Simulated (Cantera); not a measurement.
**Equilibrium for silicon epitaxy and polysilicon growth: Si2Cl6 + HCl + H2**

Charge: 1 mol Si2Cl6, 0.41 mol HCl, 110 mol H2, equilibrated at 1098 K.

Method: chemical equilibrium by Gibbs-energy minimisation in Cantera with the NASA 1993 tables (ideal gas, pure condensed phases). Candidate condensed phases: Si; 19 gas species. The feed counts by its element totals alone. The tables' values for SiCl3 are old estimates; treat these amounts as uncertain. Kinetics and transport are ignored.

| P (Pa) | log p H2 | log p HCl | log p SiHCl3 | log p SiCl4 | n Si(s) |
|---|---|---|---|---|---|
| 100 | -3.02 | -4.37 | -6.56 | -6.07 | 1.37 |
| 300 | -2.54 | -3.93 | -5.73 | -5.27 | 1.28 |
| 880 | -2.07 | -3.52 | -4.97 | -4.58 | 1.16 |
| 2600 | -1.60 | -3.13 | -4.27 | -3.97 | 1.02 |
| 7700 | -1.13 | -2.76 | -3.62 | -3.41 | 0.858 |
| 23000 | -0.65 | -2.39 | -2.99 | -2.89 | 0.697 |
| 68000 | -0.18 | -2.03 | -2.40 | -2.42 | 0.539 |
| 200000 | 0.29 | -1.69 | -1.83 | -1.97 | 0.386 |
log p: log10 of the partial pressure in bar; n: condensed amount in mol.

From 1.00 mbar to 2.00 bar the condensed part is Si(s). The main Si-bearing gas is SiCl2 at 1.00 mbar and SiHCl3 at 2.00 bar. The share of Si in condensed phases is highest at 1.00 mbar (68.4 %) and lowest at 2.00 bar (19.3 %).
